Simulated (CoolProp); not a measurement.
Values from CoolProp's reference Helmholtz-energy equation of state, Lemmon 2006. It is a short technical equation, of lower accuracy than the large ones.

Q: For isohexane, give the phase and the Z, cv (kJ/(kg K)), speed of sound (m/s) at 392.3 K and 17.1 bar; 392.3 K and 45.6 bar.

A: 
- 392.3 K and 17.1 bar: liquid; Z 0.0814, cv 2.12, speed of sound 657
- 392.3 K and 45.6 bar: liquid; Z 0.214, cv 2.12, speed of sound 701
